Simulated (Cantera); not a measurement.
Standard-state values (1 bar) from the NASA 1993 polynomials, evaluated with Cantera. Values are per mole of reaction as written; species without (g) are pure solids or liquids, kept so even where they would boil at 1 bar. TaC: taken at fixed stoichiometry.

4 O₃(g) + 6 TaC + 12 H(g) ⇌ 6 TaO₂(g) + 3 C₂H₄(g)

```
T (K)    ΔH° (kJ)   ΔS° (J/K)    ΔG° (kJ)     log10 K
-----  ----------  ----------  ----------  ----------
300    (withheld)  (withheld)  (withheld)  (withheld)
1950      -3650.2      -599.1     -2482.0       66.48
2050      -3667.8      -607.9     -2421.7       61.70
2150      -3686.4      -616.7     -2360.4       57.35
2250   (withheld)  (withheld)  (withheld)  (withheld)
2350      -3726.5      -634.5     -2235.3       49.68
```

Problem. Complete the blanks.

Solution. 
- 300, ΔH° (kJ): -3366.5
- 300, ΔS° (J/K): -248.8
- 300, ΔG° (kJ): -3291.9
- 300, log10 K: 573.16
- 2250, ΔH° (kJ): -3705.9
- 2250, ΔS° (J/K): -625.6
- 2250, ΔG° (kJ): -2298.3
- 2250, log10 K: 53.36
